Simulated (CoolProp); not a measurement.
Model: reference Helmholtz-energy equation of state, de Reuck 1990, in CoolProp.

Problem. For fluorine, give the phase and the cv (kJ/(kg K)), Joule-Thomson coefficient (K/MPa) at -120.55 °C and 0.893 bar; -120.55 °C and 6.09 bar; -120.55 °C and 41.5 bar.

Solution. 
- -120.55 °C and 0.893 bar: gas; cv 0.553, Joule-Thomson coefficient 7.18
- -120.55 °C and 6.09 bar: gas; cv 0.566, Joule-Thomson coefficient 7.15
- -120.55 °C and 41.5 bar: gas; cv 0.660, Joule-Thomson coefficient 6.85
